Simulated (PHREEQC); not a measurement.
Synthetic water in mmol/kgw, 25 °C, pH 7.41, pe -0:

| constituent | mmol/kgw |
|---|---|
| Na | 2.64 |
| K | 0.189 |
| Ca | 0.365 |
| Mg | 0.515 |
| Cl | 2.98 |
| S(6) | 0.291 |
| Alkalinity (meq/kgw) | 0.944 |
| B | 0.0115 |
| Fe(2) | 0.077 |
| Zn | 0.0439 |
| F | 0.000993 |

Valence states are taken as typed.

Equilibrium calculation in PHREEQC: ion-association model, wateq4f.dat.

Precipitation was switched off in this run.

**Question.** What charge-balance error does the model give?

**Answer.** charge-balance error 3.5 %.

**Question.** In which forms is Ca present?

**Answer.** Ca+2 96 %, CaSO4 2.6 %, CaHCO3+ 0.8 % of the Ca.

Saturation is exceeded, for instance for Siderite; the values hold only as long as no solid forms. Real BF4- forms and hydrolyses slowly; the run takes it at equilibrium. Fluoro complexes past AlF4- and FeF3 are missing from the database. The database's zinc carbonate complexes are estimates, stronger than later reviews accept.
